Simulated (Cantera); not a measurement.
A perfectly stirred reactor is fed with 17.1 % H2, 17.4 % O2, 65.5 % N2, equivalence ratio 0.49, at 443 Torr; it is adiabatic with a 648 K inlet, and is followed from long to short residence time, starting on the burning branch (τ in s: 0.072, 0.04, 0.022, 0.013, 0.0071, 0.004, 0.0022, 0.0012, 0.00069, 0.00039, 0.00022, 0.00012, 6.8e-05).

Computed with Cantera and the H2/O2 subset of GRI-Mech 3.0, which has no nitrogen chemistry.

One state of this run: T (K) = 1586; x H2 = 0.0120; x O2 = 0.0961; x H2O2 = 1.43e-6; x OH = 0.00929; x HO2 = 2.78e-5. x: mole fraction; the columns are a selection and need not sum to one.

Which value of τ (s) does it belong to?
A) 0.00069
B) 0.0012
C) 0.013
D) 0.00022

D, 0.00022
